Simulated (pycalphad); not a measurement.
# Phase fractions of Al-0.25Si-3.1Fe (at.%)

Computed with pycalphad from the COST 507 light-alloy database (1999), at 1 atm. These are 1990s assessments: newer ones move some temperatures and phases. Phase fractions are per mole of atoms. Diffusion is slow at the low end, where real alloys seldom reach equilibrium.

```tsv
T (K)	liquid	AL13FE4	fcc	ALFESI_ALPHA
1100	1.000	-	-	-
1025	0.954	0.046	-	-
950	(withheld)	(withheld)	-	-
875	-	0.130	0.870	-
800	-	(withheld)	(withheld)	(withheld)
725	-	0.110	0.864	0.027
650	-	0.106	0.862	0.032
575	-	0.104	0.862	0.034
500	-	0.104	0.862	0.034
```

Q: Some entries are withheld; supply them.

A: 
- 950, liquid: 0.913
- 950, AL13FE4: 0.087
- 800, AL13FE4: 0.118
- 800, fcc: 0.866
- 800, ALFESI_ALPHA: 0.016

Database names, with the compositions (at.%) that they take in these runs: AL13FE4: Al 76 Fe 24; ALFESI_ALPHA: Al 74 Fe 19 Si 7.
